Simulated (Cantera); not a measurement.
## Stirred combustor or abatement burner

A perfectly stirred reactor is fed with CH4 : C2H6 : C3H8 : O2 : N2 = 1 : 0.092 : 0.037 : 2.28 : 22.8 (molar parts), at 2.80 bar; it is adiabatic with a 550 K inlet, and is followed from long to short residence time, starting on the burning branch (τ in s: 0.056, 0.022, 0.009, 0.0036, 0.0014, 0.00057, 0.00023, 9e-05, 3.6e-05, 1.4e-05, 5.7e-06).

Computed with Cantera and GRI-Mech 3.0 (53 species, 325 reactions).

```
τ (s)    T (K)     x CH4   x C2H6   x C3H8   x CO2      x H    x CH2    x C2H
-------  -----  --------  -------  -------  ------  -------  -------  -------
0.056     1494  0.000816  2.05e-5  1.36e-6  0.0362  3.01e-5  1.70e-7  2.15e-9
0.022     1464   0.00113  3.71e-5  3.00e-6  0.0330  4.07e-5  2.65e-7  1.96e-9
0.0090     550    0.0382  0.00351  0.00141  <1e-12   <1e-12   <1e-12   <1e-12
0.0036     550    0.0382  0.00351  0.00141  <1e-12   <1e-12   <1e-12   <1e-12
0.0014     550    0.0382  0.00351  0.00141  <1e-12   <1e-12   <1e-12   <1e-12
0.00057    550    0.0382  0.00351  0.00141  <1e-12   <1e-12   <1e-12   <1e-12
0.00023    550    0.0382  0.00351  0.00141  <1e-12   <1e-12   <1e-12   <1e-12
9.0e-5     550    0.0382  0.00351  0.00141  <1e-12   <1e-12   <1e-12   <1e-12
3.6e-5     550    0.0382  0.00351  0.00141  <1e-12   <1e-12   <1e-12   <1e-12
1.4e-5     550    0.0382  0.00351  0.00141  <1e-12   <1e-12   <1e-12   <1e-12
5.7e-6     550    0.0382  0.00351  0.00141  <1e-12   <1e-12   <1e-12   <1e-12
```
x: mole fraction; the columns are a selection and need not sum to one.
